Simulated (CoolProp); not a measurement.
R227EA at 298.15 K and 0.216 MPa flows at 1.1 m/s in a round tube of 4.6 mm bore and 1.5 µm roughness, fully developed (64/Re and Nu = 3.66 if laminar; Colebrook and Gnielinski if turbulent). Each further row changes one setting.

Values from CoolProp's reference Helmholtz-energy equation of state, Lemmon 2016.

```json
[
 {"case": "as stated", "Reynolds number": "6910", "Darcy friction factor": "0.0345", "pressure drop (Pa/m)": "71.7", "heat-transfer coefficient (W/(m² K))": "63.9", "mass flow (kg/h)": "1.04"},
 {"case": "velocity 2.2 m/s", "Reynolds number": "13800", "Darcy friction factor": "?", "pressure drop (Pa/m)": "?", "heat-transfer coefficient (W/(m² K))": "114", "mass flow (kg/h)": "?"},
 {"case": "diameter 9.2 mm", "Reynolds number": "13800", "Darcy friction factor": "?", "pressure drop (Pa/m)": "29.7", "heat-transfer coefficient (W/(m² K))": "?", "mass flow (kg/h)": "?"}
]
```

Question: Some entries are withheld; supply them.

Answer: 
- velocity 2.2 m/s, Darcy friction factor: 0.0290
- velocity 2.2 m/s, pressure drop (Pa/m): 240
- velocity 2.2 m/s, mass flow (kg/h): 2.08
- diameter 9.2 mm, Darcy friction factor: 0.0287
- diameter 9.2 mm, heat-transfer coefficient (W/(m² K)): 56.5
- diameter 9.2 mm, mass flow (kg/h): 4.15

Viscosity comes from a separate model (Huber 2003), an estimate that may be off by 10 % or more. Thermal conductivity comes from a separate model (Huber 2003), an estimate that may be off by 10 % or more.
